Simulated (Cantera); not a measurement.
**Ignition delay**

Mixture: CH4 : H2 : O2 : N2 = 1 : 0.05 : 2.5 : 9.4 (molar parts), equivalence ratio 0.81, at 101000 Pa, adiabatic and at constant volume. Ignition delay is the time to a rise of 400 K.

Detailed kinetics in Cantera: GRI-Mech 3.0 (53 species, 325 reactions). Below about 1000 K GRI-Mech 3.0 lacks low-temperature oxidation paths. Below about 950 K walls govern HO2 and H2O2 in real vessels.

```tsv
T0 (K)	delay (ms)
900	1130
975	381
1050	153
1125	58.6
1200	22.3
1275	8.79
1350	3.67
```

* **apparent activation energy between 1200 and 1350 K**: 160 kJ/mol
